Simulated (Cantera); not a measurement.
Charge: 1 mol NaCl, 11 mol H2, equilibrated at 10.0 mbar.

Cantera equilibrium calculation (NASA polynomials, part measured and part estimated; ideal gas, pure solids and liquids). Candidate condensed phases: Na, NaCl; 10 gas species. The numbers say what is thermodynamically allowed, not how fast it happens.

x: gas mole fraction; n: condensed amount in mol.

```tsv
T (°C)	x H2	x NaCl	x H	x Na	x HCl	x Na2Cl2	n NaCl(s)
800	0.948	0.0356	1.36e-7	0.000144	0.000144	0.0160	0.213
900	0.924	[?]	[?]	[?]	[?]	[?]	0
1000	0.918	0.0776	6.83e-6	0.00118	0.00118	0.00237	0
1100	0.915	0.0796	3.19e-5	0.00234	0.00235	0.000648	0
1200	0.913	0.0786	0.000121	0.00416	0.00416	0.000197	0
1300	0.910	0.0761	0.000388	0.00680	0.00680	6.73e-5	0
1400	0.906	0.0724	0.00108	0.0104	0.0104	2.51e-5	0
1500	0.900	0.0677	0.00270	0.0149	0.0148	1.00e-5	0
1600	0.891	0.0619	0.00609	0.0203	0.0202	4.17e-6	0
1700	0.879	0.0554	0.0127	0.0263	0.0261	1.78e-6	0
1800	0.862	0.0482	0.0244	0.0327	0.0321	7.66e-7	0
1900	0.837	[?]	[?]	[?]	[?]	[?]	0
2000	0.802	0.0332	0.0752	0.0450	0.0422	1.37e-7	0
```

Task: Complete the blanks.

Result: 
- 900, x NaCl: 0.0665
- 900, x H: 1.13e-6
- 900, x Na: 0.000499
- 900, x HCl: 0.000499
- 900, x Na2Cl2: 0.00849
- 1900, x NaCl: 0.0407
- 1900, x H: 0.0441
- 1900, x Na: 0.0391
- 1900, x HCl: 0.0377
- 1900, x Na2Cl2: 3.28e-7
